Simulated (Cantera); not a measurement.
**Premixed flame**

A freely propagating, adiabatic, planar premixed flame of CO : H₂ : CH₄ : O₂ : N₂ = 1 : 0.16 : 0.059 : 0.465 : 1.75 (molar parts), equivalence ratio 1.5, unburnt at 625 K and 5.63 atm; multicomponent+Soret transport, grid criteria slope 0.08 and curve 0.16, no radiation.

Model: GRI-Mech 3.0 (53 species, 325 reactions), integrated in Cantera. Burning velocities carry a grid error of a few per cent, more on coarse grids.

| z (mm) | T (K) | u (m/s) | x CO | x H₂ | x CH₄ | x CH₃ | x H₂O₂ | x NO |
|---|---|---|---|---|---|---|---|---|
| -0.192 | 625 | 2.13 | 0.291 | 0.0464 | 0.0172 | <1e-8 | <1e-8 | <1e-8 |
| -0.128 | 625 | 2.13 | 0.291 | 0.0458 | 0.0172 | <1e-8 | 1.70e-8 | <1e-8 |
| -0.0961 | 625 | 2.13 | 0.292 | 0.0446 | 0.0172 | <1e-8 | 1.66e-7 | <1e-8 |
| -0.0641 | 629 | 2.13 | 0.293 | 0.0412 | 0.0172 | 8.46e-8 | 2.32e-6 | <1e-8 |
| -0.0320 | 735 | 2.47 | 0.292 | 0.0314 | 0.0159 | 1.11e-5 | 5.46e-5 | 1.41e-7 |
| -0.0160 | 1074 | 3.59 | 0.281 | 0.0250 | 0.0116 | 0.000120 | 6.60e-5 | 1.13e-6 |
| 0 | 1523 | 5.04 | 0.256 | 0.0175 | 0.00347 | 0.000259 | 5.66e-6 | 4.72e-6 |
| 0.0160 | 1794 | 5.85 | 0.222 | 0.0115 | 0.000240 | 4.37e-5 | 1.46e-6 | 1.23e-5 |
| 0.0320 | 1940 | 6.23 | 0.195 | 0.0102 | 7.59e-6 | 2.16e-6 | 9.17e-7 | 2.16e-5 |
| 0.0641 | 2098 | 6.64 | 0.171 | 0.0109 | 1.25e-8 | <1e-8 | 5.34e-7 | 3.81e-5 |
| 0.128 | 2243 | 7.02 | 0.160 | 0.0108 | <1e-8 | <1e-8 | 3.21e-7 | 6.08e-5 |
| 0.256 | 2361 | 7.34 | 0.154 | 0.0101 | <1e-8 | <1e-8 | 2.00e-7 | 8.98e-5 |
| 0.513 | 2446 | 7.55 | 0.148 | 0.00942 | <1e-8 | <1e-8 | 1.22e-7 | 0.000126 |
x: mole fraction of selected species; z is measured from the peak of heat release.

- laminar burning velocity = 213 cm/s
- thermal thickness = 0.0641 mm
- peak x(CH₃) = 0.000274
- peak x(H₂O₂) = 7.77e-5
- grid points = 131
